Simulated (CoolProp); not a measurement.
The numbers come from the reference Helmholtz-energy equation of state, Platzer 1990 in CoolProp. This equation is an older, rougher fit.

Question: For c-C4F8 (RC318), give the phase and the cv (kJ/(kg K)) at 354.2 K and 0.442 bar.

Answer: 
- 354.2 K and 0.442 bar: gas; cv 0.825
